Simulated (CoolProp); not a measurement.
Vapour-liquid equilibrium of ethylene (1) + propylene (2) at 253.7 K; x and y are mole fractions of (1).

Values from CoolProp's multi-fluid Helmholtz-energy mixture model, Smukala 2000 and Lemmon 2013; pair parameters Bell 2016.

Q: Give the bubble pressure and the first vapour's composition at x = 0.05, 0.35, 0.45. Is there an azeotrope?

A: x = 0.05: 0.4111 MPa, y = 0.260; x = 0.35: 1.030 MPa, y = 0.761; x = 0.45: 1.241 MPa, y = 0.821. No azeotrope shows between x = 0.05 and 0.95.

Pair parameters are fitted to limited data, so mixtures are less certain than the pure fluids.
